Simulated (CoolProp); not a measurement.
Vapour-liquid equilibrium of R134a (1) + R236FA (2) at 304.1 K; x and y are mole fractions of (1).

Values from CoolProp's multi-fluid Helmholtz-energy mixture model, Tillner-Roth 1994 and Pan 2012; pair parameters Bell 2016.

| x | bubble pressure (MPa) | y at the bubble point | dew pressure at overall composition x (MPa) | liquid density (mol/L) |
|---|---|---|---|---|
| 0.05 | 0.3513 | 0.100 | 0.3405 | 8.920 |
| 0.2 | 0.4151 | 0.344 | 0.3750 | 9.270 |
| 0.35 | 0.4807 | 0.529 | 0.4171 | 9.645 |
| 0.5 | 0.5483 | 0.675 | 0.4692 | 10.05 |
| 0.65 | 0.6183 | 0.794 | 0.5354 | 10.48 |
| 0.8 | 0.6909 | 0.892 | 0.6224 | 10.94 |
| 0.95 | 0.7659 | 0.975 | 0.7414 | 11.43 |

No azeotrope shows between x = 0.05 and 0.95.

The pair parameters rest on a limited set of measurements; away from them the model extrapolates.
